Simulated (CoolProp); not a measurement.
Vapour-liquid equilibrium of propylene (1) + R142b (2) at 42.8 kPa; x and y are mole fractions of (1).

Computed with CoolProp (multi-fluid Helmholtz-energy mixture model, Lemmon 2013 and Lemmon 2006; pair parameters Bell 2016).

| x | bubble temperature, mixture model (K) | bubble temperature, Raoult's law (K) | y, mixture model | y, Raoult's law |
|---|---|---|---|---|
| 0.05 | 239.6 | 240.5 | 0.256 | 0.223 |
| 0.15 | 231.5 | 233.8 | 0.561 | 0.510 |
| 0.25 | 225.7 | 228.5 | 0.719 | 0.677 |
| 0.35 | 221.4 | 224.3 | 0.808 | 0.782 |
| 0.45 | 218.2 | 220.7 | 0.863 | 0.851 |
| 0.55 | 215.7 | 217.7 | 0.900 | 0.899 |
| 0.65 | 213.7 | 215.1 | 0.928 | 0.934 |
| 0.75 | 212.0 | 212.9 | 0.950 | 0.959 |
| 0.85 | 210.4 | 210.8 | 0.970 | 0.979 |
| 0.95 | 209.0 | 209.1 | 0.990 | 0.994 |

The largest gap from Raoult's law is -2.9 K in bubble temperature, at x = 0.35. No azeotrope shows between x = 0.05 and 0.95.

The pair parameters rest on a limited set of measurements; away from them the model extrapolates.
